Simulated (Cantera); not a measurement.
Input: 1 mol C2H2, 0.029 mol O2, 9.7 mol H2, held at 1.00 bar.

Cantera equilibrium calculation (NASA polynomials, part measured and part estimated; ideal gas, pure solids and liquids). Candidate condensed phases: C, C6H6, C7H8, C8H18, H2O; 110 gas species. Rates play no part. All values below are at 2200 K.

Base state: H2 0.986, H 0.00559, CO 0.00538, C2H2 (acetylene) 0.00253, CH4 0.000256, CH3 2.78e-5 (mole fractions); condensed: C(graphite).

Task: What changes in the equilibrium state with this change: pressure from 1.00 bar to 0.0100 bar?

Result: 
| species | before | after |
|---|---|---|
| H2 | 0.986 | 0.938 |
| H | 0.00559 | 0.0545 |
| CO | 0.00538 | 0.00524 |
| CH4 | 0.000256 | 2.31e-6 |
| CH3 | 2.78e-5 | 2.58e-6 |
| C2H2 (acetylene) | 0.00253 | 0.00240 |
| C(graphite), mol | 1.88 | 1.89 |
